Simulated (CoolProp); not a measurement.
Nitrogen at 298.15 K and 6.2 MPa flows at 0.58 m/s in a round tube of 2 mm bore and 45 µm roughness, fully developed (64/Re and Nu = 3.66 if laminar; Colebrook and Gnielinski if turbulent). Each further row changes one setting.

Model: reference Helmholtz-energy equation of state, Span 2000, in CoolProp.

```json
[
 {"case": "as stated", "Reynolds number": "4310", "Darcy friction factor": "0.0583", "pressure drop (Pa/m)": "345", "heat-transfer coefficient (W/(m² K))": "321", "mass flow (kg/h)": "0.461"},
 {"case": "velocity 1.16 m/s", "Reynolds number": "8620", "Darcy friction factor": "0.0548", "pressure drop (Pa/m)": "1300", "heat-transfer coefficient (W/(m² K))": "691", "mass flow (kg/h)": "0.922"},
 {"case": "diameter 4 mm", "Reynolds number": "8620", "Darcy friction factor": "0.0451", "pressure drop (Pa/m)": "133", "heat-transfer coefficient (W/(m² K))": "278", "mass flow (kg/h)": "1.84"}
]
```

Viscosity comes from a separate model (Lemmon 2004). Thermal conductivity comes from a separate model (Lemmon 2004).
